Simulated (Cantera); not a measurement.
Input: 1 mol FeCl2, 2.7 mol HCl, 150 mol N2, equilibrated at 0.133 bar.

Cantera equilibrium calculation (NASA polynomials, part measured and part estimated; ideal gas, pure solids and liquids). Candidate condensed phases: Fe, FeCl2, FeCl3, NH4Cl; 18 gas species. Kinetics and transport are ignored.

Q: Which condensed phases are stable at each of these points (T (°C)): 375, 525, 675, 825, 975, 1125, 1275, 1425, 1575, 1725?

A: 
```json
[
 {"T (°C)": "375", "condensed phases": "FeCl2(s)", "Fe condensed (%)": "100.0"},
 {"T (°C)": "525", "condensed phases": "FeCl2(s)", "Fe condensed (%)": "88.3"},
 {"T (°C)": "675", "condensed phases": "gas only", "Fe condensed (%)": "0.0"},
 {"T (°C)": "825", "condensed phases": "gas only", "Fe condensed (%)": "0.0"},
 {"T (°C)": "975", "condensed phases": "gas only", "Fe condensed (%)": "0.0"},
 {"T (°C)": "1125", "condensed phases": "gas only", "Fe condensed (%)": "0.0"},
 {"T (°C)": "1275", "condensed phases": "gas only", "Fe condensed (%)": "0.0"},
 {"T (°C)": "1425", "condensed phases": "gas only", "Fe condensed (%)": "0.0"},
 {"T (°C)": "1575", "condensed phases": "gas only", "Fe condensed (%)": "0.0"},
 {"T (°C)": "1725", "condensed phases": "gas only", "Fe condensed (%)": "0.0"}
]
```

From 375 °C to 525 °C the condensed part is FeCl2(s). From 675 °C to 1725 °C nothing is condensed.
